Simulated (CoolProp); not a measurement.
Vapour-liquid equilibrium of R114 (1) + ethanol (2) at 105.25 °C; x and y are mole fractions of (1).

The numbers come from the multi-fluid Helmholtz-energy mixture model, Platzer 1990 and Schroeder 2014; pair parameters Bell 2016 in CoolProp. This equation is an older, rougher fit; its heat capacities, sound speeds and derivatives of the liquid may be far off and weren't checked against measurements.

```
x     bubble pressure (MPa)  y at the bubble point  dew pressure at overall composition x (MPa)  liquid density (mol/L)
----  ---------------------  ---------------------  -------------------------------------------  ----------------------
0.05                 0.4723                  0.438                                       0.2817                   14.69
0.2                   1.094                  0.772                                       0.3343                   12.84
0.35                  1.442                  0.835                                       0.4101                   11.22
0.5                   1.512                  0.845                                       0.5285                   9.796
0.65                  1.516                  0.846                                       0.7403                   8.570
0.8                   1.556                  0.867                                        1.230                   7.573
0.95                  1.591                  0.948                                        1.591                   6.857
```

y crosses x between x = 0.8 and 0.95: the model has an azeotrope there.

Pair parameters are fitted to limited data, so mixtures are less certain than the pure fluids. With so large a gap from Raoult's law the liquid may split in two, which this calculation doesn't test in full.
